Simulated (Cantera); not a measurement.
Input: 1 mol BN, 19 mol HF, 3.6 mol N₂, held at 2023 K and 0.000330 bar.

These are equilibrium values from Cantera (NASA tables, ideal gas, pure condensed phases), not measurements of a reactor. Candidate condensed phases: B, BN; 31 gas species. The tables' values for BF₂ are old estimates; treat these amounts as uncertain. Equilibrium is a limit: real reactors are often held back by kinetics, nucleation or transport.

Base state: HF 0.706, N₂ 0.178, H₂ 0.0487, BF₃ 0.0345, H 0.0231, BF₂ 0.00784, BF 0.00117, F 0.000151 (mole fractions); condensed: gas only.

Problem. What changes in the equilibrium state with this change: HF from 19 to 24 mol?

Solution. 
```tsv
species	before	after
HF	0.706	0.757
N₂	0.178	0.146
H₂	0.0487	0.0397
BF₃	0.0345	0.0294
H	0.0231	0.0208
BF	0.00117	0.000707
BHF₂	2.24e-5	1.45e-5
BF₂	0.00784	0.00562
```
